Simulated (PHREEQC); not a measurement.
A solution holds 0.23 mol/kgw CuSO4, 0.042 mol/kgw HCl and 0.0009 mol/kgw NaCl, at 30 °C. Closed to the air; pH follows from the charge balance.

The numbers come from PHREEQC with the ion-association model, phreeqc.dat.

Q: The ionic strength comes out as 0.462 mol/kgw. What activity coefficients do NaSO4-, SO4-2, Cu+2, CuCl+, Cl- get?

A: NaSO4- 0.70, SO4-2 0.21, Cu+2 0.25, CuCl+ 0.65, Cl- 0.65.

No solid was allowed to form.
